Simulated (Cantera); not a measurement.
What does this Cantera script print?

```python
import numpy as np
import cantera as ct

gas_names = [...]  # 113 gases of nasa_gas.yaml made of C, H, O, Pb
cond_names = """
    C(gr) C6H6(L) C7H8(L) C8H18(L),n-octa H2O(s) H2O(L) Pb(cr) Pb(L) PbO(rd) PbO(yw) PbO(L) PbO2(s)
    Pb3O4(s)
""".split()


# ... load() reads the species with a 1 bar reference pressure and builds the phases ...
atoms = {
    'PbO': {'Pb': 1, 'O': 1},
    'CH4': {'C': 1, 'H': 4},
    'CO': {'C': 1, 'O': 1},
}
top_T = {'C(gr)': 4500, 'Pb3O4(s)': 820}  # K; cautious upper limits of use, not melting points


# ... equilibrate(T, P, feed) seeds the gas with the atoms and calls Mixture.equilibrate('TP', solver="vcs", rtol=1e-11, max_steps=5000) ...
results = []
feed = {'PbO': 1, 'CH4': 1.7, 'CO': 0.08}  # mol
P = 1333.22  # Pa
for T in [1775, 1875, 1975, 2075, 2175, 2275, 2375, 2475]:
    mix = equilibrate(T, P, feed)
    results.append((T, P, feed, dict(zip(mix.species_names, mix.species_moles))))

top = {s: max(r[3][s] / sum(r[3][g] for g in gas_names) for r in results) for s in gas_names}
cols = sorted((s for s in top if top[s] > 1e-06), key=lambda s: -top[s])[:5]
seen = [c for c in cond_names if any(r[3].get(c, 0) > 1e-12 for r in results)]
print("log10 of partial pressures in bar; condensed amounts in mol")
print(f"{'T/K':>10s}" + "".join(f"{s[:9]:>10s}" for s in cols + seen))
for T, P, feed, n in results:
    ng = sum(n[g] for g in gas_names)
    print(f"{T:10.4g}" + "".join(f"{np.log10(max(n[s] / ng * P / 1e5, 1e-99)):10.3f}" for s in cols)
          + "".join(f"{n.get(c, 0):10.4g}" for c in seen))
```

It prints:

```
log10 of partial pressures in bar; condensed amounts in mol
       T/K        H2        CO        Pb         H C2H2,acet     C(gr)
      1775    -2.084    -2.581    -2.614    -4.580    -5.930     0.699
      1875    -2.085    -2.581    -2.615    -4.226    -5.584    0.6978
      1975    -2.088    -2.582    -2.616    -3.908    -5.275    0.6956
      2075    -2.093    -2.584    -2.618    -3.621    -5.000    0.6917
      2175    -2.102    -2.588    -2.621    -3.363    -4.754    0.6852
      2275    -2.117    -2.593    -2.626    -3.130    -4.536    0.6752
      2375    -2.139    -2.600    -2.634    -2.920    -4.346    0.6605
      2475    -2.173    -2.612    -2.645    -2.734    -4.185    0.6402
```

Equilibrium computed with Cantera from the NASA thermochemical tables; the gas is ideal and each condensed phase is pure.
